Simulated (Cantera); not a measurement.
An adiabatic, constant-pressure homogeneous reactor starts with CO : H2 : CH4 : O2 : N2 : H2O = 1 : 0.51 : 1.3 : 6.58 : 24.7 : 1.6 (molar parts), equivalence ratio 0.51, at 1725 K and 130000 Pa.

Detailed kinetics in Cantera: GRI-Mech 3.0 (53 species, 325 reactions).

One state of this run: T (K) = 1725; x CO = 0.0280; x H2 = 0.0142; x CH4 = 0.0359; x CH2 = 5.56e-8; x HCO = 3.30e-8. x: mole fraction; the columns are a selection and need not sum to one.

Task: Which value of t (s) does it belong to?
(A) 2.54e-5
(B) 0.0709
(C) 0.000107
(D) 0.00192

Result: A, 2.54e-5
